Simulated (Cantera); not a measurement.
Charge: 1 mol Si3N4, 0.017 mol O2, 2.6 mol H2, at 1398.15 K and 975 Torr.

Equilibrium computed with Cantera from the NASA thermochemical tables; the gas is ideal and each condensed phase is pure. Candidate condensed phases: H2O, Si, SiO2, Si2N2O, Si3N4; 35 gas species. Mutual solubility and eutectic melting of coexisting phases are not modelled. Equilibrium is a limit: real reactors are often held back by kinetics, nucleation or transport.

Base state: H2 0.996, N2 0.00434 (mole fractions); condensed: Si2N2O(s) + Si3N4(s).

What changes in the equilibrium state with this change: Si3N4 replaced by Si?


```tsv
species	before	after
H2	0.996	1.000
SiO	4.62e-9	5.43e-5
N2	0.00434	0
Si2N2O(s), mol	0.0340	0
Si3N4(s), mol	0.977	0
Si(s), mol	0	0.983
SiO2(β-quartz), mol	0	0.0169
```
The tables hold silica as quartz up to 1696 K and as liquid above; real silica turns to tridymite and cristobalite and melts near 1996 K.
